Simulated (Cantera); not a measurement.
## Equilibrium for oxide etching and cleaning by halides: CaO + F₂ + H₂

Charge: 1 mol CaO, 1 mol F₂, 4.6 mol H₂.

Method: chemical equilibrium by Gibbs-energy minimisation in Cantera with the NASA 1993 tables (ideal gas, pure condensed phases). Candidate condensed phases: Ca, CaF₂, CaO, Ca(OH)₂, H₂O; 29 gas species. Mutual solubility and eutectic melting of coexisting phases are not modelled. Equilibrium is a limit: real reactors are often held back by kinetics, nucleation or transport.

Stable condensed phases:

```
T in °C \ P in Pa
              1    5.2     27    140    720   3700  19000 100000
   1577       A      A      A      A      A      B      B      B
   1527       A      A      A      A      B      B      B      B
   1477       A      A      A      A      B      B      B      B
   1427       A      A      A      A      B      B      B      B
   1377       A      A      A      B      B      B      B      B
   1327       A      A      A      B      B      B      B      B
   1277       A      A      B      B      B      B      B      B
   1227       A      A      B      B      B      B      B      B
   1177       A      B      B      B      B      B      B      B
   1127       A      B      B      B      B      B      B      B
   1077       B      B      B      B      B      B      B      B
```

A: CaO; B: CaF₂ + CaO.
